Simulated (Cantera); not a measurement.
# Low-pressure radical oxidation in H2/O2

A perfectly stirred reactor is fed with 4.54 % H2, 52.7 % O2, 42.7 % N2, at 0.0133 bar; it is held at 1473 K, and followed from long to short residence time.

Model: the H2/O2 subset of GRI-Mech 3.0, which has no nitrogen chemistry, integrated in Cantera. Radical loss at walls, strong at low pressure, is not modelled. The temperature is held fixed by assumption; the heat of reaction is taken as removed at once.

```tsv
τ (s)	x H2	x O2	x H2O	x H2O2	x OH
15	5.15e-5	0.515	0.0457	8.18e-9	0.00124
5.2	0.000102	0.514	0.0453	1.18e-8	0.00175
1.8	0.000196	0.512	0.0447	1.63e-8	0.00242
0.65	0.000351	0.509	0.0437	2.12e-8	0.00324
0.23	0.000589	0.504	0.0423	2.59e-8	0.00416
0.080	0.000889	0.499	0.0405	2.94e-8	0.00501
0.028	0.00122	0.495	0.0389	3.16e-8	0.00562
0.0099	0.00172	0.493	0.0375	3.37e-8	0.00607
0.0035	0.00285	0.493	0.0357	3.73e-8	0.00662
0.0012	0.00583	0.496	0.0321	4.33e-8	0.00743
```
x: mole fraction; the columns are a selection and need not sum to one.
